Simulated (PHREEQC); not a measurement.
Dissolve 0.0012 mol NaH2PO4 and 0.0007 mol NaOH per kg of water at 20 °C. Closed to the air; pH follows from the charge balance.

Equilibrium calculation in PHREEQC: ion-association model, phreeqc.dat.

| quantity | before | after |
|---|---|---|
| pH | 7.29 | 6.59 |
| ionic strength (mol/kgw) | 0.00260 | 0.00216 |

Name the change that produced these shifts.
A) NaOH from 0.0007 to 7e-05 mol/kgw
B) diluted 10-fold with water
C) NaOH left out
D) NaOH replaced by NaHCO3 at the same molality
E) diluted 100-fold with water

D, NaOH replaced by NaHCO3 at the same molality

No solid was allowed to form.
